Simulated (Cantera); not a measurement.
A Cantera script and what it prints.

```python
import numpy as np
import cantera as ct

gas_names = [...]  # 87 gases of nasa_gas.yaml made of C, H, Si
cond_names = """
    C(gr) C6H6(L) C7H8(L) C8H18(L),n-octa Si(cr) Si(L) SiC(b)
""".split()


# ... load() reads the species with a 1 bar reference pressure and builds the phases ...
atoms = {
    'SiH4': {'Si': 1, 'H': 4},
    'CH4': {'C': 1, 'H': 4},
    'H2': {'H': 2},
}
top_T = {'C(gr)': 4500, 'SiC(b)': 3050}  # K; cautious upper limits of use, not melting points


# ... equilibrate(T, P, feed) seeds the gas with the atoms and calls Mixture.equilibrate('TP', solver="vcs", rtol=1e-11, max_steps=5000) ...
results = []
feed = {'SiH4': 1, 'CH4': 0.028, 'H2': 6.2}  # mol
T = 1675  # K
P = 1333.22  # Pa
mix = equilibrate(T, P, feed)
results.append((T, P, feed, dict(zip(mix.species_names, mix.species_moles))))
print(gas.report(threshold=1e-06))
for i in range(1, mix.n_phases):
    print(f"{mix.phase(i).name:16s} {mix.phase_moles(i):12.5e} mol")
```

Output:

```
       temperature   1675 K
          pressure   1333.2 Pa
           density   0.00019303 kg/m^3
  mean mol. weight   2.0163 kg/kmol
   phase of matter   gas

                          1 kg             1 kmol
                     ---------------   ---------------
          enthalpy         2.097e+07        4.2282e+07  J
   internal energy        1.4063e+07        2.8355e+07  J
           entropy        1.0834e+05        2.1844e+05  J/K
    Gibbs function       -1.6049e+08       -3.2361e+08  J
 heat capacity c_p             16379             33027  J/K
 heat capacity c_v             12256             24712  J/K

                      mass frac. Y      mole frac. X     chem. pot. / RT
                     ---------------   ---------------   ---------------
                 H        0.00050243          0.001005           -11.624
                H2           0.99877           0.99894           -23.249
                Si        0.00045339        3.2551e-05           -4.8643
               SiH        9.1016e-05         6.308e-06           -16.489
              SiH2        0.00016768        1.1233e-05           -28.113
     [  +82 minor]         1.282e-05        5.8214e-07

C(gr)             0.00000e+00 mol
Si(cr)            9.71584e-01 mol
SiC(b)            2.79966e-02 mol
```

Method: chemical equilibrium by Gibbs-energy minimisation in Cantera with the NASA 1993 tables (ideal gas, pure condensed phases). Mutual solubility and eutectic melting of coexisting phases are not modelled. Gases not in the tables: Si2H6 and higher silanes.
